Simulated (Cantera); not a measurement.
Feed: 1 mol CH4, 0.031 mol H2O, at 1348 K.

These are equilibrium values from Cantera (NASA tables, ideal gas, pure condensed phases), not measurements of a reactor. Candidate condensed phases: C, C6H6, C7H8, C8H18, H2O; 110 gas species. The ideal-gas law is rough above about 30 bar. Rates play no part.

log p: log10 of the partial pressure in bar; n: condensed amount in mol.

```
P (Pa)    log p H2  log p CH4  log p CO  log p H2O  n C(graphite)
--------  --------  ---------  --------  ---------  -------------
10           -4.01     -10.25     -5.82     -12.06          0.969
56           -3.26      -8.75     -5.07     -10.57          0.969
320              …          …         …          …          0.969
1800         -1.75      -5.74     -3.57      -7.55          0.969
10000        -1.01      -4.25     -2.82      -6.06          0.968
56000        -0.26      -2.75     -2.07      -4.57          0.963
320000           …          …         …          …          0.934
1800000       1.21       0.18     -0.57      -1.60          0.810
10000000      1.84       1.45      0.14      -0.25          0.524
```

**Question.** Some entries are withheld; supply them.

**Answer.** 
- 320000, log p H2: 0.49
- 320000, log p CH4: -1.25
- 320000, log p CO: -1.32
- 320000, log p H2O: -3.06
- 320, log p H2: -2.50
- 320, log p CH4: -7.24
- 320, log p CO: -4.32
- 320, log p H2O: -9.05
